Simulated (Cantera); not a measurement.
An adiabatic, constant-volume homogeneous reactor starts with H₂ : O₂ : N₂ : H₂O = 1 : 0.278 : 1.04 : 0.4 (molar parts), equivalence ratio 1.8, at 1173 K and 0.760 bar. Integrator tolerance rtol = 1e-08.

Computed with Cantera and the H2/O2 subset of GRI-Mech 3.0, which has no nitrogen chemistry.

Problem. What does this change do: H2 1 to 2.8 parts?

Solution. 
| quantity | before | after |
|---|---|---|
| time of steepest temperature rise | 99.3 µs | 0.135 ms |
| temperature at 0.200 s | 2664 K | 2243 K |
| equilibrium temperature | 2664 K | 2243 K |
| x(H₂) at 0.200 s | 0.177 (gas-phase equilibrium 0.177) | 0.526 (gas-phase equilibrium 0.526) |
| x(O₂) at 0.200 s | 0.000456 (gas-phase equilibrium 0.000456) | 2.99e-7 (gas-phase equilibrium 2.99e-7) |
| x(H₂O) at 0.200 s | 0.376 (gas-phase equilibrium 0.376) | 0.225 (gas-phase equilibrium 0.225) |
| x(H) at 0.200 s | 0.0167 (gas-phase equilibrium 0.0167) | 0.00448 (gas-phase equilibrium 0.00448) |
| x(H₂O₂) at 0.200 s | 9.88e-8 (gas-phase equilibrium 9.88e-8) | 5.49e-10 (gas-phase equilibrium 5.49e-10) |
| x(OH) at 0.200 s | 0.00876 (gas-phase equilibrium 0.00876) | 0.000284 (gas-phase equilibrium 0.000284) |

Problem. What does this change do: pressure from 0.760 bar to 1.01 bar?

Solution. 
| quantity | before | after |
|---|---|---|
| time of steepest temperature rise | 99.3 µs | 82.0 µs |
| temperature at 0.200 s | 2664 K | 2679 K |
| equilibrium temperature | 2664 K | 2679 K |
| x(H₂) at 0.200 s | 0.177 (gas-phase equilibrium 0.177) | 0.177 (gas-phase equilibrium 0.177) |
| x(O₂) at 0.200 s | 0.000456 (gas-phase equilibrium 0.000456) | 0.000389 (gas-phase equilibrium 0.000389) |
| x(H₂O) at 0.200 s | 0.376 (gas-phase equilibrium 0.376) | 0.377 (gas-phase equilibrium 0.377) |
| x(H) at 0.200 s | 0.0167 (gas-phase equilibrium 0.0167) | 0.0153 (gas-phase equilibrium 0.0153) |
| x(H₂O₂) at 0.200 s | 9.88e-8 (gas-phase equilibrium 9.88e-8) | 1.09e-7 (gas-phase equilibrium 1.09e-7) |
| x(OH) at 0.200 s | 0.00876 (gas-phase equilibrium 0.00876) | 0.00817 (gas-phase equilibrium 0.00817) |
